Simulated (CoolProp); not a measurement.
Properties of n-perfluoropentane along the isobar 9.61 bar (Tc = 421.0 K, pc = 20.63 bar, ω = 0.436).

Values from CoolProp's reference Helmholtz-energy equation of state, Gao 2022.

```csv
T (K),phase,isothermal compressibility (1/MPa),fugacity coefficient
224.2,liquid,0.001525,0.001780
236.7,liquid,0.001704,0.004334
249.1,liquid,0.001919,0.009393
261.6,liquid,0.002184,0.01866
274,liquid,0.002513,0.03405
286.5,liquid,0.002933,0.05830
298.9,liquid,0.003474,0.09365
311.4,liquid,___,0.1433
323.8,liquid,0.005187,___
336.3,liquid,0.006611,0.2933
348.7,liquid,0.008746,0.3961
361.2,liquid,0.01228,0.5192
373.6,liquid,___,0.6594
386.1,gas,1.665,0.7841
398.5,gas,___,0.8086
```

Some entries are withheld; supply them.


- 311.4, isothermal compressibility (1/MPa): 0.004199
- 323.8, fugacity coefficient: 0.2089
- 373.6, isothermal compressibility (1/MPa): 0.01884
- 398.5, isothermal compressibility (1/MPa): 1.480
